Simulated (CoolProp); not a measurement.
Acetone along the isotherm 540.7 K: Z from the reference equation and from simpler models built on Tc = 508.1 K, pc = 4.692 MPa, ω = 0.307; each cubic takes its own stable root.

Computed with CoolProp (reference Helmholtz-energy equation of state, Lemmon 2006). It is a short technical equation, of lower accuracy than the large ones.

```json
[
 {"p (MPa)": "0.0371", "phase": "gas", "reference": "0.9975"},
 {"p (MPa)": "0.066", "phase": "gas", "reference": "0.9955"},
 {"p (MPa)": "0.117", "phase": "gas", "reference": "0.9921"},
 {"p (MPa)": "0.209", "phase": "gas", "reference": "0.9858"},
 {"p (MPa)": "0.371", "phase": "gas", "reference": "0.9747"},
 {"p (MPa)": "0.66", "phase": "gas", "reference": "0.9546"},
 {"p (MPa)": "1.17", "phase": "gas", "reference": "0.9184"},
 {"p (MPa)": "2.09", "phase": "gas", "reference": "0.8501"},
 {"p (MPa)": "3.71", "phase": "gas", "reference": "0.7169"},
 {"p (MPa)": "6.6", "phase": "supercritical", "reference": "0.3871"},
 {"p (MPa)": "11.7", "phase": "supercritical", "reference": "0.3384"}
]
```

### Question
How far does each simpler model (van der Waals, Redlich-Kwong, Soave-Redlich-Kwong, Peng-Robinson) lie from the reference over these 11 states: mean and median of the absolute difference, and the worst?

### Answer
- van der Waals: mean 5.8 %, median 0.9 %, worst +52.2 % at 540.7 K and 11.7 MPa
- Redlich-Kwong: mean 3.6 %, median 0.5 %, worst +29.7 % at 540.7 K and 11.7 MPa
- Soave-Redlich-Kwong: mean 5.8 %, median 0.6 %, worst +35.1 % at 540.7 K and 11.7 MPa
- Peng-Robinson: mean 3.4 %, median 0.1 %, worst +23.1 % at 540.7 K and 11.7 MPa
